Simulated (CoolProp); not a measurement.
Saturation properties of nitrous oxide.

Model: reference Helmholtz-energy equation of state, Lemmon 2006, in CoolProp. It is a short technical equation, of lower accuracy than the large ones.

```csv
T (K),p (kPa),liquid density (kg/m³),vapour density (kg/m³),enthalpy of vaporisation (kJ/kg),surface tension (mN/m)
196.1,191.6,1196,5.394,361.1,21.2
205.2,300.5,1168,8.218,350.0,19.1
214.2,449.6,1139,12.01,338.3,17.2
223.3,651.3,1109,17.10,325.7,15.2
232.3,910.8,1078,23.65,312.3,13.3
241.4,1244,1044,32.17,297.6,11.5
250.4,1654,1009,42.90,281.7,9.66
259.5,2161,971.1,56.72,263.9,7.90
268.5,2766,930.0,74.21,244.0,6.22
277.6,3494,883.7,97.21,221.0,4.60
```

It boils at 184.7 K under 1 atm.

Surface tension comes from a separate correlation (Mulero 2012).
